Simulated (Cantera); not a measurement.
Feed: 1 mol Cr₂O₃, 280 mol H₂, at 13300 Pa.

Cantera equilibrium calculation (NASA polynomials, part measured and part estimated; ideal gas, pure solids and liquids). Candidate condensed phases: Cr, Cr₂O₃, H₂O; 13 gas species. Mutual solubility and eutectic melting of coexisting phases are not modelled. Equilibrium is a limit: real reactors are often held back by kinetics, nucleation or transport.

x: gas mole fraction; n: condensed amount in mol.

```
T (K)   x H₂    x H₂O       x H      x Cr    x CrO     x OH  n Cr(s)  n Cr₂O₃(s)
-----  -----  -------  --------  --------  -------  -------  -------  ----------
1675   0.996  0.00348  0.000317  0.000105  1.58e-7  5.37e-8    0.621       0.675
1725   0.995  0.00450  0.000507  0.000231  4.90e-7  1.26e-7    0.775       0.580
1775   0.993      ___       ___       ___      ___      ___      ___         ___
1825   0.991  0.00719   0.00120  0.000984  3.88e-6  6.09e-7     1.07       0.327
1875   0.987  0.00891   0.00178   0.00191  1.00e-5  1.26e-6     1.13       0.165
1925   0.983   0.0106   0.00260   0.00357  2.39e-5  2.43e-6    0.989           0
1975   0.979   0.0106       ___       ___      ___      ___      ___           0
2025   0.977   0.0106   0.00521   0.00702  5.27e-5  5.88e-6        0           0
2075   0.975   0.0105   0.00720   0.00701  5.55e-5  8.88e-6        0           0
```

**Question.** Complete the blanks.

**Answer.** 
- 1775, x H₂O: 0.00573
- 1775, x H: 0.000790
- 1775, x Cr: 0.000487
- 1775, x CrO: 1.42e-6
- 1775, x OH: 2.84e-7
- 1775, n Cr(s): 0.933
- 1775, n Cr₂O₃(s): 0.465
- 1975, x H: 0.00371
- 1975, x Cr: 0.00646
- 1975, x CrO: 4.58e-5
- 1975, x OH: 3.82e-6
- 1975, n Cr(s): 0.164
